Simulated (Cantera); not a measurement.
A perfectly stirred reactor is fed with 11.8 % CH₄, 0.614 % H₂, 18.4 % O₂, 69.2 % N₂, equivalence ratio 1.3, at 760 Torr; it is adiabatic with a 350 K inlet, and is followed from long to short residence time, starting on the burning branch (τ in s: 0.083, 0.046, 0.026, 0.014, 0.0079, 0.0044, 0.0024, 0.0013, 0.00075, 0.00042, 0.00023, 0.00013, 7.1e-05).

Cantera simulation using GRI-Mech 3.0 (53 species, 325 reactions); the numbers are that mechanism's predictions, not measurements.

One state of this run: T (K) = 2058; x CH₄ = 8.38e-5; x H₂ = 0.0439; x O₂ = 0.000591; x O = 0.000119; x HCO = 5.57e-7; x OH = 0.00178. x: mole fraction; the columns are a selection and need not sum to one.

Question: Which value of τ (s) does it belong to?
(A) 7.1e-5
(B) 0.0079
(C) 0.083
(D) 0.0044

Answer: B, 0.0079
